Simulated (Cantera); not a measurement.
# Carbon deposition, reforming and gasification: C2H5OH + NH3

A closed system holds: 1 mol C2H5OH, 0.073 mol NH3, at 1000 °C and 2.00 mbar.

These are equilibrium values from Cantera (NASA tables, ideal gas, pure condensed phases), not measurements of a reactor. Candidate condensed phases: C, C6H6, C7H8, C8H18, H2O; 136 gas species. Rates play no part.

```yaml
x(H2): 0.750
x(CO): 0.241
x(N2): 0.00880
x(H): 1.38e-5
x(HCN): 1.30e-5
x(CH4): 1.06e-5
x(H2O): 4.30e-6
n(C(graphite)): 1.000 mol
gas_amount: 4.146 mol
```
